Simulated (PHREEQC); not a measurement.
PHREEQC input (ion-association model, phreeqc.dat):

```
SOLUTION_SPECIES
  CO3-2 + 10 H+ + 8 e- = CH4 + 3 H2O  # shut off: no methane
    -log_k -100
    -delta_h 0
    -analytic -100
SOLUTION 1
  temp 25
  units mol/kgw
  pH 7 charge
  Na 0.3
  C(4) 0.22
  K 0.44
END
SELECTED_OUTPUT 1
  -reset false
  -pH true
  -pe true
  -ionic_strength true
  -water true
  -totals C K Na C(-4) C(4) Ntg
  -molalities H+ Na+ K+ CO3-2 OH- HCO3- CO2 (CO2)2 NaOH NaCO3-
    NaHCO3
USER_PUNCH 1
  -headings p_CO2(g) phi_CO2(g) p_Ntg(g) phi_Ntg(g) p_H2O(g) phi_H2O(g) density
  10 PUNCH PR_P("CO2(g)"), PR_PHI("CO2(g)"), PR_P("Ntg(g)"), PR_PHI("Ntg(g)"), PR_P("H2O(g)"), PR_PHI("H2O(g)"), RHO
PRINT
  -reset false
USE solution 1
REACTION_TEMPERATURE 1
  25
GAS_PHASE 1
  -fixed_pressure
  -pressure 1
  -temperature 25
  -volume 20
  CO2(g) 0.28
  Ntg(g) 0.72
  H2O(g) 0
END
# ... the last block is repeated for the other 9 points of P (atm)
```

Selected output (columns that matter, 10 of 10 rows; P (atm) added in front):

```
P (atm)	pH	mu	C	K	Na	Ntg	m_H+	p_CO2(g)	phi_CO2(g)	p_Ntg(g)	phi_Ntg(g)	p_H2O(g)	phi_H2O(g)	density
1	9.8722	0.79923	0.44825	0.43958	0.29972	0.00053716	1.7904e-10	0.00091325	0.99611	0.96813	0.99956	0.030955	0.99651	1.0393
2	8.7616	0.72105	0.65488	0.4412	0.30082	0.0010865	2.3003e-09	0.04254	0.99234	1.9265	0.99911	0.030933	0.99346	1.0413
3	8.0402	0.70517	0.72935	0.44174	0.30119	0.0015207	1.2099e-08	0.27826	0.98792	2.6907	0.99873	0.031049	0.98883	1.0422
5	7.5734	0.70245	0.75958	0.44187	0.30127	0.0023187	3.5442e-08	0.85598	0.97887	4.1126	0.9981	0.031392	0.97886	1.0426
7.5	7.3223	0.70176	0.7822	0.44191	0.3013	0.0033197	6.3174e-08	1.5593	0.96779	5.9089	0.99738	0.031832	0.96671	1.0429
10	7.1692	0.70145	0.80197	0.44193	0.30131	0.0043179	8.9877e-08	2.2542	0.95689	7.7135	0.9967	0.032277	0.95479	1.0431
15	6.9736	0.70108	0.83828	0.44195	0.30133	0.0062969	1.41e-07	3.6369	0.93552	11.33	0.99542	0.033186	0.93143	1.0436
20	6.8452	0.70082	0.87191	0.44196	0.30134	0.0082495	1.8947e-07	5.0171	0.91471	14.949	0.99427	0.034123	0.90866	1.0441
30	6.6767	0.70039	0.93302	0.44198	0.30135	0.012075	2.7923e-07	7.7787	0.8747	22.185	0.99231	0.036078	0.86479	1.045
40	6.566	0.7	0.987	0.442	0.30136	0.015798	3.6024e-07	10.545	0.83678	29.417	0.9908	0.038147	0.82311	1.0459
```

The ionic strength reaches 0.80 mol/kgw; past about 0.7 this activity model is rough.
